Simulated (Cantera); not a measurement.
Input (Python, Cantera):

```python
import numpy as np
import cantera as ct

surf = ct.Interface("ptcombust.yaml", "Pt_surf")
gas = surf.adjacent["gas"]
gas.TPX = 748, 100000, {'H2': 0.013, 'O2': 0.018, 'N2': 0.79, 'H2O': 0.047}
surf.TP = 748, 100000
reactor = ct.FlowReactor(gas, clone=False)
reactor.area = 0.0001  # m2
reactor.surface_area_to_volume_ratio = 140  # 1/m
reactor.mass_flow_rate = 0.086 * reactor.area * gas.density  # inlet velocity 0.086 m/s
reactor.energy_enabled = False
wall = ct.ReactorSurface(surf, reactor, clone=False)
net = ct.ReactorNet([reactor])
net.rtol, net.atol = 1e-8, 1e-16
show, cover = ['H2', 'O2', 'H2O'], ['PT(S)', 'H(S)', 'O(S)', 'OH(S)', 'CO(S)', 'C(S)']

rows = []
print(f"{'z/m':>9s}{'u/(m/s)':>9s}" + "".join(f"{s:>13s}" for s in show + cover))
for z in [8.9e-05, 0.00016, 0.00028, 0.0005, 0.00089, 0.0016, 0.0028, 0.005, 0.0089]:
    net.advance(z)
    rows.append([reactor.speed, *gas[show].X, *surf[cover].coverages])
    print(f"{z:9.4g}{rows[-1][0]:9.3g}" + "".join(f"{x:13.4e}" for x in rows[-1][1:]))
```

Output:

```
      z/m  u/(m/s)           H2           O2          H2O        PT(S)         H(S)         O(S)        OH(S)        CO(S)         C(S)
  8.9e-05   0.0854   1.5810e-03   1.4129e-02   6.8010e-02   2.0913e-01   1.6181e-07   7.7563e-01   1.5144e-02   1.5873e-25  -5.2685e-29
  0.00016   0.0854   8.6567e-04   1.3776e-02   6.8750e-02   1.2162e-01   6.6683e-08   8.6608e-01   1.2238e-02   4.6403e-26   5.5607e-29
  0.00028   0.0854   4.6772e-04   1.3580e-02   6.9162e-02   7.7155e-02   3.2371e-08   9.1279e-01   1.0023e-02   8.6098e-27   4.1177e-31
   0.0005   0.0854   2.1956e-04   1.3457e-02   6.9419e-02   5.4882e-02   1.8932e-08   9.3652e-01   8.5719e-03  -3.2370e-28  -4.2695e-31
  0.00089   0.0854   7.8435e-05   1.3388e-02   6.9565e-02   4.4990e-02   1.3838e-08   9.4718e-01   7.8100e-03  -2.3635e-28  -2.7732e-31
   0.0016   0.0854   1.5283e-05   1.3356e-02   6.9630e-02   4.1235e-02   1.2055e-08   9.5125e-01   7.4951e-03   3.6134e-27  -3.4532e-30
   0.0028   0.0854   1.0884e-06   1.3349e-02   6.9645e-02   4.0446e-02   1.1691e-08   9.5211e-01   7.4268e-03   1.0606e-26  -1.6855e-29
    0.005   0.0854   8.8678e-09   1.3349e-02   6.9646e-02   4.0387e-02   1.1664e-08   9.5217e-01   7.4217e-03   5.4307e-25  -4.7017e-30
   0.0089   0.0854   1.7970e-12   1.3349e-02   6.9646e-02   4.0386e-02   1.1664e-08   9.5217e-01   7.4216e-03   4.4026e-29   5.1688e-32
```

Model: Deutschmann's 1995 Pt surface mechanism with GRI-Mech 3.0 gas chemistry, integrated in Cantera. Catalytic surfaces can have several steady states; this one follows from the mechanism file's or the stated starting coverage. Mass transfer to the wall is taken as infinitely fast.
